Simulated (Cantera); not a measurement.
Cantera run, input and output.

```python
import numpy as np
import cantera as ct

gas = ct.Solution("SiF4_NH3_mec.yaml", "gas")
gas.TPX = 1575, 100000, {'NH3': 1, 'H2': 3.1}
inlet = ct.Reservoir(gas, clone=True)

reactor = ct.IdealGasConstPressureReactor(gas, energy="off", clone=False)
exhaust = ct.Reservoir(gas, clone=True)
tau = [6.2, 1.8, 0.53, 0.16, 0.046, 0.013, 0.0039, 0.0012][0]
for a, b in ((inlet, reactor), (reactor, exhaust)):
    ct.MassFlowController(a, b, mdot=lambda t: reactor.mass / tau)
net = ct.ReactorNet([reactor])
show = ['NH3', 'H2', 'N2H2', 'N2H4', 'NH2', 'N']

rows = []
print(f"{'tau/s':>10s}{'T/K':>9s}" + "".join(f"{s:>11s}" for s in show))
for tau in [6.2, 1.8, 0.53, 0.16, 0.046, 0.013, 0.0039, 0.0012]:
    net.initial_time = 0.0
    net.advance(30 * tau)
    before = gas.X
    net.advance(40 * tau)
    drift = np.max(np.abs(gas.X - before) / (gas.X + 1e-9))
    rows.append([gas.T, *gas[show].X, drift])
    print(f"{tau:10.3e}{gas.T:9.1f}" + "".join(f"{x:11.3e}" for x in gas[show].X))
```

It prints:

```
     tau/s      T/K        NH3         H2       N2H2       N2H4        NH2          N
 6.200e+00   1575.0  2.116e-01  7.754e-01  2.352e-08  1.539e-08  1.989e-05  1.413e-09
 1.800e+00   1575.0  2.327e-01  7.627e-01  2.823e-08  1.830e-08  2.169e-05  1.511e-09
 5.300e-01   1575.0  2.404e-01  7.581e-01  2.991e-08  1.932e-08  2.229e-05  1.536e-09
 1.600e-01   1575.0  2.428e-01  7.567e-01  3.001e-08  1.938e-08  2.232e-05  1.513e-09
 4.600e-02   1575.0  2.436e-01  7.562e-01  2.853e-08  1.849e-08  2.180e-05  1.401e-09
 1.300e-02   1575.0  2.438e-01  7.561e-01  2.333e-08  1.530e-08  1.983e-05  1.054e-09
 3.900e-03   1575.0  2.439e-01  7.561e-01  1.218e-08  8.275e-09  1.458e-05  4.200e-10
 1.200e-03   1575.0  2.439e-01  7.561e-01  2.457e-09  1.774e-09  6.748e-06  4.188e-11
```

Cantera simulation using the gas-phase N/H chemistry of the illustrative SiF4/NH3 mechanism in the Surface Chemkin manual (1991); the numbers are that mechanism's predictions, not measurements. Walls and surfaces, which speed up NH3 decomposition in real reactors, are not modelled.
